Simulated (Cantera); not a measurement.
What does this Cantera script print?

```python
import numpy as np
import cantera as ct

gas = ct.Solution("h2o2.yaml")
gas.TPX = 650, 500000, {'H2': 1, 'O2': 0.617, 'N2': 2.32, 'H2O': 0.69}
inlet = ct.Reservoir(gas, clone=True)
gas.equilibrate("HP")  # start burning
reactor = ct.IdealGasConstPressureReactor(gas, energy="on", clone=False)
exhaust = ct.Reservoir(gas, clone=True)
tau = [0.06, 0.024, 0.0097, 0.0039, 0.0016, 0.00063, 0.00025, 0.0001, 4.1e-05, 1.6e-05][0]
for a, b in ((inlet, reactor), (reactor, exhaust)):
    ct.MassFlowController(a, b, mdot=lambda t: reactor.mass / tau)
net = ct.ReactorNet([reactor])
show = ['H2', 'O2', 'H2O', 'H', 'H2O2', 'HO2']

rows = []
print(f"{'tau/s':>10s}{'T/K':>9s}" + "".join(f"{s:>11s}" for s in show))
for tau in [0.06, 0.024, 0.0097, 0.0039, 0.0016, 0.00063, 0.00025, 0.0001, 4.1e-05, 1.6e-05]:
    net.initial_time = 0.0
    net.advance(30 * tau)
    before = gas.X
    net.advance(40 * tau)
    drift = np.max(np.abs(gas.X - before) / (gas.X + 1e-9))
    rows.append([gas.T, *gas[show].X, drift])
    print(f"{tau:10.3e}{gas.T:9.1f}" + "".join(f"{x:11.3e}" for x in gas[show].X))
```

Result:

```
     tau/s      T/K         H2         O2        H2O          H       H2O2        HO2
 6.000e-02   2154.5  9.979e-04  2.788e-02  4.061e-01  6.479e-05  4.635e-07  3.461e-06
 2.400e-02   2153.6  1.084e-03  2.790e-02  4.060e-01  7.191e-05  4.768e-07  3.612e-06
 9.700e-03   2151.4  1.281e-03  2.794e-02  4.056e-01  8.928e-05  5.075e-07  3.972e-06
 3.900e-03   2146.8  1.713e-03  2.803e-02  4.048e-01  1.319e-04  5.750e-07  4.818e-06
 1.600e-03   2137.9  2.548e-03  2.824e-02  4.033e-01  2.302e-04  7.025e-07  6.625e-06
 6.300e-04   2121.4  4.140e-03  2.869e-02  4.005e-01  4.677e-04  9.290e-07  1.051e-05
 2.500e-04   2094.0  6.807e-03  2.958e-02  3.960e-01  9.931e-04  1.268e-06  1.798e-05
 1.000e-04   2051.0  1.093e-02  3.115e-02  3.891e-01  2.081e-03  1.736e-06  3.141e-05
 4.100e-05   1988.4  1.672e-02  3.364e-02  3.795e-01  4.102e-03  2.360e-06  5.370e-05
 1.600e-05   1893.7  2.519e-02  3.777e-02  3.656e-01  7.788e-03  3.378e-06  9.219e-05
```

Detailed kinetics in Cantera: the H2/O2 subset of GRI-Mech 3.0, which has no nitrogen chemistry. The hydrogen kinetics of GRI-Mech 3.0 are dated; newer H2 mechanisms differ, most at raised pressure.
